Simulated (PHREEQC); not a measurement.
Dissolve 0.011 mol H3PO4, 0.13 mol NaF and 0.091 mol NaCl per kg of water at 20 °C. Closed to the air; pH follows from the charge balance.

Computed with PHREEQC (ion-association model, phreeqc.dat).

```json
[
 {"quantity": "pH", "before": "4.11", "after": "4.08"},
 {"quantity": "ionic strength (mol/kgw)", "before": "0.214", "after": "0.303"},
 {"quantity": "Na+ (mol/kgw)", "before": "0.214", "after": "0.303"},
 {"quantity": "HPO4-2 (mol/kgw)", "before": "2.16e-5", "after": "2.18e-5"},
 {"quantity": "NaHPO4- (mol/kgw)", "before": "2.65e-6", "after": "3.39e-6"}
]
```

**Question.** Which change was made?
(A) NaCl left out
(B) NaCl from 0.091 to 0.1 mol/kgw
(C) NaCl from 0.091 to 0.182 mol/kgw
(D) temperature from 20 to 75 °C
(E) temperature from 20 to 30 °C

**Answer.** C, NaCl from 0.091 to 0.182 mol/kgw

This is a speciation only: nothing precipitates in the calculation.
